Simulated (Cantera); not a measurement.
Cantera run:

```python
import numpy as np
import cantera as ct

gas_names = """
    B BH BH2 BH3 BN B2 H H2 N NH NH2 NH3 N2 N2H2 N2H4
""".split()
cond_names = """
    B(b) B(L) BN(s)
""".split()


# ... load() reads the species with a 1 bar reference pressure and builds the phases ...
atoms = {
    'borazine': {'B': 3, 'N': 3, 'H': 6},
    'H2': {'H': 2},
}
top_T = {'BN(s)': 3200}  # K; cautious upper limits of use, not melting points


# ... equilibrate(T, P, feed) seeds the gas with the atoms and calls Mixture.equilibrate('TP', solver="vcs", rtol=1e-11, max_steps=5000) ...
results = []
feed = {'borazine': 1, 'H2': 65}  # mol
T = 2373  # K
P = 10000  # Pa
mix = equilibrate(T, P, feed)
results.append((T, P, feed, dict(zip(mix.species_names, mix.species_moles))))
x = sorted(zip(gas.X, gas.species_names), reverse=True)
print(f"T = {T:g} K  P = {P:g} Pa  gas = {mix.phase_moles(0):.4g} mol")
print("   x: " + "  ".join(f"{s} {v:.3e}" for v, s in x if v > 0.001))
print("   condensed (mol): " + ("  ".join(f"{mix.phase(i).name} {mix.phase_moles(i):.4g}"
      for i in range(1, mix.n_phases) if mix.phase_moles(i) > 1e-12) or "none"))
```

It prints:

```
T = 2373 K  P = 10000 Pa  gas = 71.03 mol
   x: H2 9.333e-01  H 4.267e-02  N2 2.111e-02  BH2 2.566e-03
   condensed (mol): B(L) 2.795
```

These are equilibrium values from Cantera (NASA tables, ideal gas, pure condensed phases), not measurements of a reactor. The feed counts by its element totals alone. The tables' values for BH2 are old estimates; treat these amounts as uncertain. Gases not in the tables: B2H6 and higher boranes.
